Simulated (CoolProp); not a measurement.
Model: reference Helmholtz-energy equation of state, Lemmon 2006, in CoolProp. It is a short technical equation, of lower accuracy than the large ones.

**Question.** Give the vapour pressure (bar), liquid density (kg/m³), vapour density (kg/m³), liquid viscosity (µPa s) of saturated n-decane at 155.65 °C.

**Answer.** 
```
T (°C)  p (bar)  liquid density (kg/m³)  vapour density (kg/m³)  liquid viscosity (µPa s)
------  -------  ----------------------  ----------------------  ------------------------
155.65    0.618                     621                    2.58                       231
```

Viscosity comes from a separate model (Huber 2004).
